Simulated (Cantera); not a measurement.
A perfectly stirred reactor is fed with H2 : O2 : N2 : H2O = 1 : 0.725 : 2.72 : 1.1 (molar parts), at 4500 Torr; it is adiabatic with a 598 K inlet, and is followed from long to short residence time, starting on the burning branch (τ in s: 0.21, 0.064, 0.02, 0.0062, 0.0019, 0.0006, 0.00019, 5.8e-05, 1.8e-05, 5.7e-06).

Detailed kinetics in Cantera: GRI-Mech 3.0 (53 species, 325 reactions). The hydrogen kinetics of GRI-Mech 3.0 are dated; newer H2 mechanisms differ, most at raised pressure.

### Question
What does this change do: 0.2 parts CO2 added?

### Answer
| quantity | before | after |
|---|---|---|
| blow-out, bracketed by the residence times tried | burning at 18.0 µs, out at 5.70 µs | burning at 18.0 µs, out at 5.70 µs |
| x(H2) at τ = 0.210 s | 9.95e-5 | 6.77e-5 |
| x(O2) at τ = 0.210 s | 0.0444 | 0.0428 |
| x(H2O) at τ = 0.210 s | 0.416 | 0.400 |
| x(OH) at τ = 0.210 s | 0.000959 | 0.000674 |
| x(O) at τ = 0.210 s | 2.18e-5 | 1.31e-5 |
| x(H2) at τ = 0.600 ms | 0.00195 | 0.00197 |
| x(O2) at τ = 0.600 ms | 0.0447 | 0.0434 |
| x(H2O) at τ = 0.600 ms | 0.412 | 0.396 |
| x(OH) at τ = 0.600 ms | 0.00274 | 0.00223 |
| x(O) at τ = 0.600 ms | 0.000210 | 0.000178 |

### Question
What does this change do: inlet temperature 598 to 700 K?

### Answer
```
quantity                                                                      before                                   after
------------------------------------------------  ----------------------------------  --------------------------------------
blow-out, bracketed by the residence times tried  burning at 18.0 µs, out at 5.70 µs  burning at 5.70 µs, the shortest tried
x(H2) at τ = 0.210 s                                                         9.95e-5                                0.000175
x(O2) at τ = 0.210 s                                                          0.0444                                  0.0442
x(H2O) at τ = 0.210 s                                                          0.416                                   0.415
x(OH) at τ = 0.210 s                                                        0.000959                                 0.00145
x(O) at τ = 0.210 s                                                          2.18e-5                                 4.12e-5
x(H2) at τ = 0.600 ms                                                        0.00195                                 0.00196
x(O2) at τ = 0.600 ms                                                         0.0447                                  0.0445
x(H2O) at τ = 0.600 ms                                                         0.412                                   0.412
x(OH) at τ = 0.600 ms                                                        0.00274                                 0.00338
x(O) at τ = 0.600 ms                                                        0.000210                                0.000256
```
